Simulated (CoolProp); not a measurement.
Values from CoolProp's reference Helmholtz-energy equation of state, Rui 2013.

### Question
For R236EA, give the phase and the viscosity (µPa s) at 116.45 °C and 1.55 MPa; 78.65 °C and 6 MPa; 115.85 °C and 0.0174 MPa.

### Answer
- 116.45 °C and 1.55 MPa: gas; viscosity 14.9
- 78.65 °C and 6 MPa: liquid; viscosity 221
- 115.85 °C and 0.0174 MPa: gas; viscosity 14.3

Viscosity comes from a separate model (Huber 2003), an estimate that may be off by 10 % or more.
